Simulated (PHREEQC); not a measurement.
Dissolve 170 mmol/kgw H2SO4, 0.22 mmol/kgw ZnSO4 and 0.041 mmol/kgw Na2SO4 at 25 °C. Closed to the air; pH follows from the charge balance.

Computed with PHREEQC (ion-association model, phreeqc.dat).

This is a speciation only: nothing precipitates in the calculation.

Q: Estimate the pH, density, activity of water.

A: pH 0.81; density 1.007 g/cm³; activity of water 0.994.

Q: In which forms is Na present?

A: Na+ 97 %, NaSO4- 3.5 % of the Na.

Complexes and solids missing from the database can't appear.
